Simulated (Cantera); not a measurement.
Equilibrium for silicon oxide and oxynitride deposition: Si2H6 + N2O + H2 + H2O

A closed system holds: 1 mol Si2H6, 1.2 mol N2O, 0.37 mol H2, 0.12 mol H2O, held at 78.0 Pa.

Cantera equilibrium calculation (NASA polynomials, part measured and part estimated; ideal gas, pure solids and liquids). Candidate condensed phases: H2O, Si, SiO2, Si2N2O, Si3N4; 35 gas species. The feed counts by its element totals alone. Mutual solubility and eutectic melting of coexisting phases are not modelled. The tables hold silica as quartz up to 1696 K and as liquid above; real silica turns to tridymite and cristobalite and melts near 1996 K. Rates play no part.

| T (K) | log p H2 | log p SiO | log p N2 | log p H | log p Si | log p H2O | n SiO2(β-quartz) | n Si2N2O(s) | n Si(s) |
|---|---|---|---|---|---|---|---|---|---|
| 1373 | -3.15 | -5.87 | -4.20 | -7.05 | -12.38 | -7.79 | 0.211 | 0.891 | 0 |
| 1398 | -3.15 | -5.53 | -4.20 | -6.90 | -11.86 | -7.76 | 0.208 | 0.889 | 0 |
| 1423 | -3.15 | -5.20 | -4.19 | -6.75 | -11.36 | -7.73 | 0.203 | 0.883 | 0 |
| 1448 | -3.15 | -4.89 | -4.18 | -6.61 | -10.88 | -7.71 | 0.192 | 0.872 | 0 |
| 1473 | -3.16 | -4.59 | -4.16 | -6.48 | -10.43 | -7.69 | 0.169 | 0.849 | 0 |
| 1498 | -3.18 | -4.30 | -4.13 | -6.36 | -9.99 | -7.68 | 0.124 | 0.804 | 0 |
| 1523 | -3.22 | -4.03 | -4.08 | -6.25 | -9.59 | -7.67 | 0.0333 | 0.713 | 0 |
| 1548 | -3.23 | -3.97 | -4.06 | -6.13 | -8.97 | -8.08 | 0 | 0.680 | 0 |
| 1573 | -3.23 | -3.97 | -4.06 | -6.01 | -8.29 | -8.59 | 0 | 0.680 | 0 |
| 1598 | -3.23 | -3.97 | -4.06 | -5.89 | -7.63 | -9.09 | 0 | 0.680 | 0 |
| 1623 | -3.23 | -3.97 | -4.06 | -5.78 | -7.00 | -9.58 | 0 | 0.679 | 0 |
| 1648 | -3.28 | -3.88 | -3.94 | -5.69 | -6.59 | -9.78 | 0 | 0.450 | 0.228 |
| 1673 | -3.35 | -3.77 | -3.81 | -5.62 | -6.38 | -9.81 | 0 | 0 | 0.676 |
log p: log10 of the partial pressure in bar; n: condensed amount in mol.

From 1373 K to 1523 K the condensed part is SiO2(β-quartz) + Si2N2O(s). From 1548 K to 1623 K the condensed part is Si2N2O(s). At 1648 K the condensed part is Si(s) + Si2N2O(s). At 1673 K the condensed part is Si(s). The main Si-bearing gas is SiO throughout. The share of Si in condensed phases is highest at 1373 K (99.7 %) and lowest at 1673 K (33.8 %).
